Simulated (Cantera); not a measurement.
Feed: 1 mol Hg, 1.2 mol O₂, 1.4 mol H₂, at 1.00 bar.

Cantera equilibrium calculation (NASA polynomials, part measured and part estimated; ideal gas, pure solids and liquids). Candidate condensed phases: H₂O, Hg, HgO; 10 gas species. Kinetics and transport are ignored.

Which condensed phases are stable at each of these points (T (K)): 650, 700, 750, 800, 850, 900, 950, 1000, 1050, 1100?


```
T (K)  condensed phases  Hg condensed (%)
-----  ----------------  ----------------
650              HgO(s)              80.3
700            gas only               0.0
750            gas only               0.0
800            gas only               0.0
850            gas only               0.0
900            gas only               0.0
950            gas only               0.0
1000           gas only               0.0
1050           gas only               0.0
1100           gas only               0.0
```

At 650 K the condensed part is HgO(s). From 700 K to 1100 K nothing is condensed.
